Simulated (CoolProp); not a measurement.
R1224YDZ at several states: Z from the reference equation and from simpler models built on Tc = 155.5 °C, pc = 3334 kPa, ω = 0.325; each cubic takes its own stable root.

Computed with CoolProp (reference Helmholtz-energy equation of state, Akasaka 2023).

```tsv
T (°C)	p (kPa)	phase	reference
-106.85	269	liquid	0.01713
-48.75	14400	liquid	0.7299
183.95	21.1	gas	0.9982
185.55	15000	supercritical	0.6007
196.15	168	gas	0.9872
```

How far does each simpler model (Redlich-Kwong, Peng-Robinson) lie from the reference over these 5 states: mean and median of the absolute difference, and the worst?


- Redlich-Kwong: mean 8.3 %, median 9.3 %, worst +17.3 % at -106.85 °C and 269 kPa
- Peng-Robinson: mean 0.8 %, median 0.1 %, worst +2.9 % at -106.85 °C and 269 kPa
